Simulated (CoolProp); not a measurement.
C2F6 (R116) along the isobar 1.01 bar: fugacity coefficient from the reference equation and from simpler models built on Tc = 293.0 K, pc = 30.48 bar, ω = 0.257; each cubic takes its own stable root.

Computed with CoolProp (reference Helmholtz-energy equation of state, Lemmon 2006). It is a short technical equation, of lower accuracy than the large ones.

```csv
T (K),phase,reference,van der Waals,Soave-Redlich-Kwong,Peng-Robinson
193.6,liquid,0.8894,0.9743,0.8889,0.8911
201.7,gas,0.9617,0.9765,0.9648,0.9632
209.8,gas,0.9665,0.9785,0.9685,0.9669
217.9,gas,0.9705,0.9803,0.9718,0.9702
226.1,gas,0.9739,0.9819,0.9747,0.9731
234.2,gas,0.9768,0.9833,0.9772,0.9757
242.3,gas,0.9793,0.9846,0.9794,0.9779
250.4,gas,0.9814,0.9857,0.9814,0.9799
258.5,gas,0.9833,0.9867,0.9831,0.9817
266.6,gas,0.9849,0.9877,0.9847,0.9833
274.8,gas,0.9863,0.9885,0.9861,0.9847
```

At some of these states van der Waals gives the other phase, because its saturation line lies elsewhere.
